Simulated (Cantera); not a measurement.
A perfectly stirred reactor is fed with NO : N₂ = 1 : 1.6 (molar parts), at 4300 Pa; it is held at 1900 K, and followed from long to short residence time.

Detailed kinetics in Cantera: GRI-Mech 3.0 (53 species, 325 reactions). Radical loss at walls, strong at low pressure, is not modelled.

Question: Predict: x(NO) at τ = 2.20 s; x(N₂) at τ = 2.20 s; x(O) at τ = 2.20 s; x(N₂O) at τ = 2.20 s; x(O₂) at τ = 2.20 s; x(NO) at τ = 7.80 ms; x(N₂) at τ = 7.80 ms; x(O) at τ = 7.80 ms; x(N₂O) at τ = 7.80 ms; x(O₂) at τ = 7.80 ms.

Answer: 
```json
{
 "x(NO) at τ = 2.20 s": "0.359",
 "x(N₂) at τ = 2.20 s": "0.628",
 "x(O) at τ = 2.20 s": "0.000210",
 "x(N₂O) at τ = 2.20 s": "4.88e-5",
 "x(O₂) at τ = 2.20 s": "0.0125",
 "x(NO) at τ = 7.80 ms": "0.385",
 "x(N₂) at τ = 7.80 ms": "0.615",
 "x(O) at τ = 7.80 ms": "2.79e-5",
 "x(N₂O) at τ = 7.80 ms": "1.89e-5",
 "x(O₂) at τ = 7.80 ms": "4.43e-6"
}
```
